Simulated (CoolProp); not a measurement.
A closed Brayton cycle with carbon dioxide: compressor inlet 314.15 K and 7.6 MPa, high pressure 25.4 MPa, turbine inlet 930 K, compressor efficiency 0.85, turbine efficiency 0.9, recuperator effectiveness 0.8 (on enthalpy, no pinch check). Each further row changes one setting.

Values from CoolProp's reference Helmholtz-energy equation of state, Span 1996.

```
case                           thermal efficiency (%)  net work (kJ/kg)  compressor to turbine work  compressor exit (K)  turbine exit (K)
-----------------------------  ----------------------  ----------------  --------------------------  -------------------  ----------------
as stated                                        33.8               119                        0.33                410.1             776.4
turbine inlet 880 K                              32.8               108                        0.35                410.1             731.7
compressor inlet 324.15 K                        32.8               110                        0.38                430.0             776.4
high pressure 21.6 MPa                           32.2               107                        0.31                396.8             796.2
recuperator effectiveness 0.5                    24.9               119                        0.33                410.1             776.4
```
